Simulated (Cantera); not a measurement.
A closed system holds: 1 mol CH3SiCl3, 0.044 mol HCl, 4.8 mol H2, equilibrated at 0.180 bar.

Cantera equilibrium calculation (NASA polynomials, part measured and part estimated; ideal gas, pure solids and liquids). Candidate condensed phases: C, C6H6, C7H8, C8H18, Si, SiC; 109 gas species. The feed counts by its element totals alone. The tables' values for SiCl, SiCl3 are old estimates; treat these amounts as uncertain. Gases not in the tables: Si2H6 and higher silanes. The numbers say what is thermodynamically allowed, not how fast it happens.

x: gas mole fraction; n: condensed amount in mol.

```tsv
T (K)	x H2	x HCl	x SiCl2	x H	x Cl	n C(graphite)	n SiC(s)
1623	0.627	0.361	0.00829	0.000129	5.86e-5	0.0893	0.910
1723	0.628	0.358	0.0118	0.000341	0.000150	0.108	0.891
1823	0.630	0.351	___	___	___	___	0.864
1923	0.633	0.343	0.0200	0.00177	0.000721	0.162	0.833
2023	0.635	0.334	0.0244	0.00357	0.00139	0.191	0.799
2123	0.636	0.323	___	___	___	___	0.763
2223	0.635	0.312	0.0332	0.0120	0.00429	0.245	0.725
2323	0.631	0.298	0.0370	0.0204	0.00693	0.268	0.680
2423	0.621	0.283	0.0402	0.0329	0.0107	0.293	0.616
```

**Question.** Fill in the missing entries.

**Answer.** 
- 2123, x SiCl2: 0.0289
- 2123, x H: 0.00674
- 2123, x Cl: 0.00252
- 2123, n C(graphite): 0.220
- 1823, x SiCl2: 0.0157
- 1823, x H: 0.000810
- 1823, x Cl: 0.000345
- 1823, n C(graphite): 0.133
